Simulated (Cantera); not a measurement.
Standard-state values (1 bar) from the NASA 1993 polynomials, evaluated with Cantera. Values are per mole of reaction as written; species without (g) are pure solids or liquids, kept so even where they would boil at 1 bar.

Between 300 and 1025 K, where is each reaction favourable under standard conditions?
- 9 H(g) + 3 NO2(g) + 8 TiO(g) ⇌ 2 Ti4O7 + 3 NH3(g)


- 9 H(g) + 3 NO2(g) + 8 TiO(g) ⇌ 2 Ti4O7 + 3 NH3(g): ΔG° is -8653 kJ at 300 K and -6752 kJ at 1025 K; it stays negative (K > 1). ΔH° is -9401 kJ and ΔS° -2584 J/K at 1025 K.
